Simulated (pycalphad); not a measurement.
**Phase fractions of Ti-10.65C (at.%)**

All values are pycalphad results on the COST 507 light-alloy database (1999) (1 atm), not direct measurements. These are 1990s assessments: newer ones move some temperatures and phases. Phase fractions are per mole of atoms. Diffusion is slow at the low end, where real alloys seldom reach equilibrium.

```json
[
 {"T (K)": "2550", "liquid": "1.000", "fcc": "-", "bcc": "-", "hcp": "-"},
 {"T (K)": "2450", "liquid": "0.974", "fcc": "0.026", "bcc": "-", "hcp": "-"},
 {"T (K)": "2350", "liquid": "0.907", "fcc": "0.093", "bcc": "-", "hcp": "-"},
 {"T (K)": "2250", "liquid": "0.852", "fcc": "0.148", "bcc": "-", "hcp": "-"},
 {"T (K)": "2150", "liquid": "0.807", "fcc": "0.193", "bcc": "-", "hcp": "-"},
 {"T (K)": "2050", "liquid": "0.770", "fcc": "0.230", "bcc": "-", "hcp": "-"},
 {"T (K)": "1950", "liquid": "0.739", "fcc": "0.261", "bcc": "-", "hcp": "-"},
 {"T (K)": "1850", "liquid": "-", "fcc": "0.283", "bcc": "0.717", "hcp": "-"},
 {"T (K)": "1750", "liquid": "-", "fcc": "0.286", "bcc": "0.714", "hcp": "-"},
 {"T (K)": "1650", "liquid": "-", "fcc": "0.290", "bcc": "0.710", "hcp": "-"},
 {"T (K)": "1550", "liquid": "-", "fcc": "0.293", "bcc": "0.707", "hcp": "-"},
 {"T (K)": "1450", "liquid": "-", "fcc": "0.296", "bcc": "0.704", "hcp": "-"},
 {"T (K)": "1350", "liquid": "-", "fcc": "0.298", "bcc": "0.702", "hcp": "-"},
 {"T (K)": "1250", "liquid": "-", "fcc": "0.300", "bcc": "0.700", "hcp": "-"},
 {"T (K)": "1150", "liquid": "-", "fcc": "0.278", "bcc": "-", "hcp": "0.722"},
 {"T (K)": "1050", "liquid": "-", "fcc": "0.283", "bcc": "-", "hcp": "0.717"},
 {"T (K)": "950", "liquid": "-", "fcc": "0.287", "bcc": "-", "hcp": "0.713"},
 {"T (K)": "850", "liquid": "-", "fcc": "0.290", "bcc": "-", "hcp": "0.710"},
 {"T (K)": "750", "liquid": "-", "fcc": "0.291", "bcc": "-", "hcp": "0.709"},
 {"T (K)": "650", "liquid": "-", "fcc": "0.291", "bcc": "-", "hcp": "0.709"},
 {"T (K)": "550", "liquid": "-", "fcc": "0.289", "bcc": "-", "hcp": "0.711"}
]
```

The fcc model also describes the rock-salt carbide or nitride (TiC, TiN, HfC).
